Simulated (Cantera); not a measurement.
**Hydrogen reduction and annealing atmospheres: V₂O₃ + H₂ + N₂**

Input: 1 mol V₂O₃, 260 mol H₂, 5.9 mol N₂, held at 0.100 bar.

Equilibrium computed with Cantera from the NASA thermochemical tables; the gas is ideal and each condensed phase is pure. Candidate condensed phases: H₂O, V, VN, VO, V₂O₃, V₂O₄, V₂O₅; 28 gas species. Mutual solubility and eutectic melting of coexisting phases are not modelled. VN, VO: taken at fixed stoichiometry. Condensed phases not in the tables: the oxides between V₂O₃ and V₂O₅ other than VO₂, solid solutions among these carbides, nitrides and lower oxides, V₂N. Equilibrium is a limit: real reactors are often held back by kinetics, nucleation or transport.

```
T (K)  log p H₂  log p N₂  log p H  log p H₂O  log p VO  log p VO₂  log p V  n VN(s)  n V₂O₃(s)  n VO(s)
-----  --------  --------  -------  ---------  --------  ---------  -------  -------  ---------  -------
1298      -1.01     -2.66    -6.48      -3.90      <-13     -12.23     <-13    0.224      0.888        0
1373      -1.01     -2.65    -5.98      -3.78    -11.99     -11.12     <-13        0      0.562    0.875
1448      -1.01     -2.65    -5.54      -3.58    -10.94     -10.07     <-13        0      0.299     1.40
1523      -1.01     -2.65    -5.14      -3.42    -10.00      -9.17   -12.17        0          0     2.00
1598      -1.01     -2.65    -4.78      -3.42     -9.14      -8.49   -11.09        0          0     2.00
1673      -1.01     -2.65    -4.45      -3.42     -8.37      -7.87   -10.10        0          0     2.00
1748      -1.01     -2.65    -4.15      -3.42     -7.67      -7.31    -9.20        0          0     2.00
1823      -1.01     -2.65    -3.87      -3.43     -7.02      -6.80    -8.38        0          0     2.00
1898      -1.01     -2.65    -3.61      -3.43     -6.44      -6.33    -7.63        0          0     2.00
1973      -1.01     -2.65    -3.38      -3.43     -5.90      -5.91    -6.93        0          0     1.99
2048      -1.01     -2.66    -3.16      -3.43     -5.40      -5.51    -6.29        0          0     1.98
```
log p: log10 of the partial pressure in bar; n: condensed amount in mol.

At 1298 K the condensed part is VN(s) + V₂O₃(s). From 1373 K to 1448 K the condensed part is VO(s) + V₂O₃(s). From 1523 K to 2048 K the condensed part is VO(s).
